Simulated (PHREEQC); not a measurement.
Buffer (model solution)

Consider water at 25 °C with 0.0015 mol HF, 0.45 mol Na2SO4 and 6.7e-05 mol LiCl per kg of water. Closed to the air; pH follows from the charge balance.

Equilibrium calculation in PHREEQC: ion-association model, phreeqc.dat.

pH: 3.69
ionic strength: 1.00 mol/kgw
activity of water: 0.980
density: 1.052 g/cm³
total alkalinity: -1.50 meq/kg

```csv
species,molality,activity,log γ
Na+,0.727,0.532,-0.136
SO4-2,0.276,0.0425,-0.813
NaSO4-,0.173,0.113,-0.184
F-,0.00117,0.000677,-0.237
HSO4-,0.00106,0.000840,-0.102
H+,0.000274,0.000203,-0.129
NaF,0.000164,0.000207,0.100
HF,0.000164,0.000207,0.100
Cl-,6.70e-5,4.08e-5,-0.216
Li+,5.61e-5,3.78e-5,-0.172
LiSO4-,1.09e-5,7.00e-6,-0.193
HF2-,6.79e-7,5.37e-7,-0.102
```

This is a speciation only: nothing precipitates in the calculation. Ionic strength above about 0.7 mol/kgw puts this run outside the model's range.
